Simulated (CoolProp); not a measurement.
Fluoroethane (R161) at several states: Z from the reference equation and from simpler models built on Tc = 375.2 K, pc = 5.010 MPa, ω = 0.216; each cubic takes its own stable root.

Model: reference Helmholtz-energy equation of state, Wu 2012, in CoolProp.

| T (K) | p (MPa) | phase | reference |
|---|---|---|---|
| 206.9 | 5 | liquid | 0.1622 |
| 184.4 | 0.0725 | liquid | 0.002564 |
| 294.9 | 0.0409 | gas | 0.9936 |
| 357.2 | 0.216 | gas | 0.9819 |
| 312 | 0.016 | gas | 0.9979 |

### Question
How far does each simpler model (van der Waals, Soave-Redlich-Kwong, Peng-Robinson) lie from the reference over these 5 states: mean and median of the absolute difference, and the worst?

### Answer
- van der Waals: mean 7622.5 %, median 0.4 %, worst +38039.6 % at 184.4 K and 0.0725 MPa
- Soave-Redlich-Kwong: mean 6.2 %, median 0.1 %, worst +15.6 % at 184.4 K and 0.0725 MPa
- Peng-Robinson: mean 1.1 %, median 0.1 %, worst +2.8 % at 184.4 K and 0.0725 MPa

At some of these states van der Waals gives the other phase, because its saturation line lies elsewhere.
